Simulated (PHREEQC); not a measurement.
Synthetic water in mmol/kgw, 25 °C, pH 3.91, pe 8.8:

```
constituent  mmol/kgw
-----------  --------
Na              0.753
K                1.44
Ca               1.68
Mg              0.244
Cl               1.78
S(6)             2.26
Li           0.000663
```

Cl is adjusted to close the charge balance.
Valence states are taken as typed.

Computed with PHREEQC (ion-association model, wateq4f.dat).

```json
[
 {"quantity": "ionic strength (mol/kgw)", "before": "0.00912", "after": "0.00893"},
 {"quantity": "SO4-2 (mol/kgw)", "before": "0.00193", "after": "0.00187"},
 {"quantity": "Ca+2 (mol/kgw)", "before": "0.00143", "after": "0.00140"},
 {"quantity": "CaSO4 (mol/kgw)", "before": "0.000253", "after": "0.000281"},
 {"quantity": "Mg+2 (mol/kgw)", "before": "0.000202", "after": "0.000185"},
 {"quantity": "MgSO4 (mol/kgw)", "before": "4.23e-5", "after": "5.95e-5"},
 {"quantity": "SI of Gypsum (CaSO4:2H2O)", "before": "-1.32", "after": "-1.32"},
 {"quantity": "SI of Halite (NaCl)", "before": "-7.57", "after": "-7.61"}
]
```

Problem. What was changed between the two runs?
A. temperature from 25 to 45 °C at the same typed pH
B. all concentrations times 4 at the same typed pH
C. Mg from 0.244 to 0.488 mmol/kgw
D. Na from 0.753 to 1.51 mmol/kgw

Solution. A, temperature from 25 to 45 °C at the same typed pH

Precipitation was switched off in this run. Constants without temperature data keep their 25 °C values here.
